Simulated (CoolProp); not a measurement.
Vapour-liquid equilibrium of ethane (1) + C3F8 (R218) (2) at -13.65 °C; x and y are mole fractions of (1).

Model: multi-fluid Helmholtz-energy mixture model, Bücker 2006 and Lemmon 2006; pair parameters Bell 2016, in CoolProp.

Q: Give the bubble pressure and the first vapour's composition at x = 0.05, 0.35, 0.95. Is there an azeotrope?

A: x = 0.05: 0.3821 MPa, y = 0.326; x = 0.35: 1.010 MPa, y = 0.775; x = 0.95: 1.641 MPa, y = 0.972. No azeotrope shows between x = 0.05 and 0.95.

The pair parameters rest on a limited set of measurements; away from them the model extrapolates.
